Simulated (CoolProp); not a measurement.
The numbers come from the reference Helmholtz-energy equation of state, Fiedler 2023 in CoolProp.

Give the vapour pressure (bar), vapour density (kg/m³), enthalpy of vaporisation (kJ/kg), liquid cp (kJ/(kg K)) of saturated tetrahydrofuran at 299, 333.6, 343.5 K.


```csv
T (K),p (bar),vapour density (kg/m³),enthalpy of vaporisation (kJ/kg),liquid cp (kJ/(kg K))
299,0.225,0.657,445,1.73
333.6,0.846,2.25,420,1.86
343.5,1.17,3.04,413,1.90
```
